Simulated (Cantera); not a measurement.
Input: 1 mol SiH4, 0.071 mol O3, 1.6 mol N2, equilibrated at 0.540 bar.

Method: chemical equilibrium by Gibbs-energy minimisation in Cantera with the NASA 1993 tables (ideal gas, pure condensed phases). Candidate condensed phases: H2O, Si, SiO2, Si2N2O, Si3N4; 35 gas species. N2 is the only nitrogen source here; it is nearly inert below about 1500 K, so the nitride shown seldom forms there in practice. Mutual solubility and eutectic melting of coexisting phases are not modelled. The tables' values for SiN are old estimates; treat these amounts as uncertain. Gases not in the tables: Si2H6 and higher silanes. Rates play no part.

x: gas mole fraction; n: condensed amount in mol.

```tsv
T (°C)	x H2	x N2	x SiO	x H	x NH3	x Si	x SiH2	n Si2N2O(s)	n Si3N4(s)	n Si(l)
575	0.665	0.334	<1e-12	2.11e-11	0.000320	<1e-12	<1e-12	0.213	0.191	0
675	0.666	0.334	<1e-12	?	?	<1e-12	<1e-12	0.213	0.191	0
775	0.666	0.334	<1e-12	8.58e-9	7.28e-5	<1e-12	<1e-12	0.213	0.191	0
875	0.666	0.334	<1e-12	7.95e-8	4.18e-5	<1e-12	<1e-12	0.213	0.191	0
975	0.666	0.334	8.58e-12	5.19e-7	2.61e-5	<1e-12	1.52e-12	0.213	0.191	0
1075	0.666	0.334	5.47e-10	2.57e-6	1.75e-5	<1e-12	5.00e-11	0.213	0.191	0
1175	0.666	0.334	1.94e-8	1.02e-5	1.24e-5	1.09e-11	1.01e-9	0.213	0.191	0
1275	0.666	0.334	4.31e-7	3.42e-5	9.13e-6	4.44e-10	1.37e-8	0.213	0.191	0
1375	0.666	0.334	6.50e-6	9.89e-5	7.00e-6	1.14e-8	1.35e-7	0.213	0.191	0
1475	0.665	0.334	7.12e-5	0.000254	5.53e-6	2.01e-7	1.02e-6	0.213	0.191	0
1575	0.665	0.334	?	?	?	?	?	0.211	0.192	0
1675	0.661	0.334	0.00401	0.00125	3.68e-6	2.54e-5	3.05e-5	0.201	0.195	0
1775	0.559	0.414	0.0253	0.00228	2.69e-6	0.000140	7.74e-5	0.123	0	0.663
```

### Question
Complete the blanks.

### Answer

- 675, x H: 5.82e-10
- 675, x NH3: 0.000142
- 1575, x SiO: 0.000598
- 1575, x H: 0.000588
- 1575, x NH3: 4.48e-6
- 1575, x Si: 2.58e-6
- 1575, x SiH2: 6.14e-6
